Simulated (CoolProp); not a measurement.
Vapour-liquid equilibrium of benzene (1) + n-octane (2) at 442.1 K; x and y are mole fractions of (1).

Model: multi-fluid Helmholtz-energy mixture model, Thol 2012 and Beckmüller 2019; pair parameters Bell 2016, in CoolProp.

```
x     bubble pressure (MPa)  y at the bubble point  dew pressure at overall composition x (MPa)  liquid density (mol/L)
----  ---------------------  ---------------------  -------------------------------------------  ----------------------
0.05                 0.3238                  0.126                                       0.3053                   5.081
0.2                  0.4151                  0.404                                       0.3441                   5.458
0.35                 0.5044                  0.586                                       0.3936                   5.894
0.5                  0.5886                  0.714                                       0.4582                   6.403
0.65                 0.6677                  0.812                                       0.5441                   7.011
0.8                  0.7431                  0.896                                       0.6571                   7.748
0.95                 0.8169                  0.974                                       0.7938                   8.659
```

No azeotrope shows between x = 0.05 and 0.95.

The pair parameters rest on a limited set of measurements; away from them the model extrapolates.
